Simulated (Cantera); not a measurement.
A closed system holds: 1 mol Ti(OiPr)₄, a varied amount of H₂O, equilibrated at 620 Pa.

Equilibrium computed with Cantera from the NASA thermochemical tables; the gas is ideal and each condensed phase is pure. Candidate condensed phases: C, C₆H₆, C₇H₈, C₈H₁₈, H₂O, Ti, TiC, TiO, TiO₂, Ti₂O₃, Ti₃O₅, Ti₄O₇; 113 gas species. The feed counts by its element totals alone. Mutual solubility and eutectic melting of coexisting phases are not modelled. TiC, TiO: taken at fixed stoichiometry. Condensed phases not in the tables: Magnéli phases beyond Ti₄O₇, solid solutions among these carbides, nitrides and lower oxides. The numbers say what is thermodynamically allowed, not how fast it happens.

Question: What condenses at these points (T in K, n(H₂O) in mol): (1825, 13); (1375, 7.7); (1525, 16); (1375, 19); (1825, 7.7); (1625, 4.9); (1475, 16); (1775, 11)?

Answer: 
```csv
T (K),n(H₂O) in mol,condensed phases,Ti condensed (%)
1825,13,TiO₂ + Ti₄O₇,100.0
1375,7.7,TiC + Ti₂O₃,100.0
1525,16,TiO₂,100.0
1375,19,TiO₂,100.0
1825,7.7,TiC + TiO,100.0
1625,4.9,C + TiC,100.0
1475,16,TiO₂,100.0
1775,11,Ti₄O₇,100.0
```
